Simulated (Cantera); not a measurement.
What does this Cantera script print?

```python
import numpy as np
import cantera as ct

gas_names = """
    C CH CH2 CH3 CH2OH CH3O CH4 CH3OH CO CO2 COOH C2 C2H CHCO,ketyl C2H2,acetylene C2H2,vinylidene
    CH2CO,ketene C2H3,vinyl CH3CO,acetyl C2H4 C2H4O,ethylen CH3CHO,ethanal CH3COOH (HCOOH)2 C2H5 C2H6
    CH3OCH3 C2H5OH C2O C3 C3H3,propargyl C3H4,allene C3H4,propyne C3H4,cyclo- C3H5,allyl C3H6,propylene
    C3H6,cyclo- C3H6O C3H7,n-propyl C3H7,i-propyl C3H8 C3H8O,1propanol C3H8O,2propanol C3O2 C4 C4H2
    C4H4,1,3-cyclo- C4H6,butadiene C4H6,2-butyne C4H6,cyclo- C4H8,1-butene C4H8,cis2-buten
    C4H8,tr2-butene C4H8,isobutene C4H8,cyclo- (CH3COOH)2 C4H9,n-butyl C4H9,i-butyl C4H9,s-butyl
    C4H9,t-butyl C4H10,isobutane C4H10,n-butane C5 C5H6,1,3cyclo- C5H8,cyclo- C5H10,1-pentene
    C5H10,cyclo- C5H11,pentyl C5H11,t-pentyl C5H12,n-pentane C5H12,i-pentane CH3C(CH3)2CH3 C6H2
    C6H5,phenyl C6H5O,phenoxy C6H6 C6H5OH,phenol C6H10,cyclo- C6H12,1-hexene C6H12,cyclo- C6H13,n-hexyl
    C7H7,benzyl C7H8 C7H8O,cresol C7H14,1-heptene C7H15,n-heptyl C7H16,n-heptane C8H8,styrene
    C8H10,ethylbenz C8H16,1-octene C8H17,n-octyl C8H18,isooctane C8H18,n-octane C9H19,n-nonyl
    C10H8,naphthale C10H21,n-decyl C12H9,o-bipheny C12H10,bipheny H HCO HO2 H2 HCHO,formaldehy HCOOH H2O
    H2O2 O OH O2 O3
""".split()
cond_names = """
    C(gr) C6H6(L) C7H8(L) C8H18(L),n-octa H2O(s) H2O(L)
""".split()


def load(file, names, dense=False):
    # The tables refer to 1 bar. Condensed volumes are neglected.
    table = {s.name: s for s in ct.Species.list_from_file(file)}
    out = []
    for n in names:
        d = dict(table[n].input_data)
        d["thermo"] = dict(d["thermo"], **{"reference-pressure": 1e5})
        if dense:
            d["equation-of-state"] = {"model": "constant-volume", "density": "1e6 g/cm^3"}
        out.append(ct.Species.from_dict(d))
    return out


gas = ct.Solution(thermo="ideal-gas", species=load("nasa_gas.yaml", gas_names))
cond = {s.name: ct.Solution(thermo="fixed-stoichiometry", species=[s], name=s.name)
        for s in load("nasa_condensed.yaml", cond_names, dense=True)}
atoms = {
    'C2H6': {'C': 2, 'H': 6},
    'H2O': {'H': 2, 'O': 1},
}
top_T = {'C(gr)': 4500}  # K; cautious upper limits of use, not melting points


def equilibrate(T, P, feed):
    n = {}
    for name, mol in feed.items():
        for a, k in atoms[name].items():
            n[a] = n.get(a, 0.0) + k * mol
    gas.TPX = T, P, n
    mass = sum(n.values()) * gas.mean_molecular_weight
    gas.equilibrate("TP")
    valid = [c for c in cond.values() if c.min_temp <= T <= top_T.get(c.name, c.max_temp)]
    mix = ct.Mixture([(gas, mass / gas.mean_molecular_weight)] + [(c, 0.0) for c in valid])
    mix.T, mix.P = T, P
    mix.equilibrate("TP", solver="vcs", rtol=1e-11, max_steps=5000)
    return mix


results = []
feed = {'C2H6': 1, 'H2O': 1.1}  # mol
T = 2875  # K
P = 100000  # Pa
mix = equilibrate(T, P, feed)
results.append((T, P, feed, dict(zip(mix.species_names, mix.species_moles))))
print(gas.report(threshold=0.001))
for i in range(1, mix.n_phases):
    print(f"{mix.phase(i).name:16s} {mix.phase_moles(i):12.5e} mol")
```

Output:

```
       temperature   2875 K
          pressure   1e+05 Pa
           density   0.033158 kg/m^3
  mean mol. weight   7.926 kg/kmol
   phase of matter   gas

                          1 kg             1 kmol
                     ---------------   ---------------
          enthalpy        1.1302e+07        8.9581e+07  J
   internal energy        8.2862e+06        6.5677e+07  J
           entropy             28308        2.2437e+05  J/K
    Gibbs function       -7.0084e+07       -5.5549e+08  J
 heat capacity c_p            4660.2             36937  J/K
 heat capacity c_v            3611.1             28622  J/K

                      mass frac. Y      mole frac. X     chem. pot. / RT
                     ---------------   ---------------   ---------------
                CO           0.71473           0.20225           -35.221
    C2H2,acetylene          0.095142          0.028962           -28.273
                 H          0.011097           0.08726           -10.541
                H2           0.17299           0.68012           -21.083
     [ +106 minor]         0.0060415          0.001407

C(gr)             5.64374e-01 mol
```

Cantera equilibrium calculation (NASA polynomials, part measured and part estimated; ideal gas, pure solids and liquids).
